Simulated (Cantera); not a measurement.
A closed system holds: 1 mol TiO2, 1 mol Cl2, at 875 K and 320 Pa.

These are equilibrium values from Cantera (NASA tables, ideal gas, pure condensed phases), not measurements of a reactor. Condensed phases not in the tables: TiOCl. Kinetics and transport are ignored.

```csv
species,before,after
Cl,0.000814,0.982
Cl2,0.999,0.0129
O2,0.000160,0.00190
TiOCl2,<1e-9,0.00113
TiCl3,<1e-9,0.000478
O,<1e-9,0.000226
ClO,5.32e-8,3.96e-5
TiCl4,0.000160,0.000983
"TiO2(rutile), mol",1.000,0.995
```
Gas species are given as mole fractions.

Task: Name the change that produced these shifts.
(A) temperature from 875 K to 1898 K
(B) temperature from 875 K to 1273 K
(C) temperature from 875 K to 1600 K
(D) pressure from 320 Pa to 49.0 Pa

Result: A, temperature from 875 K to 1898 K
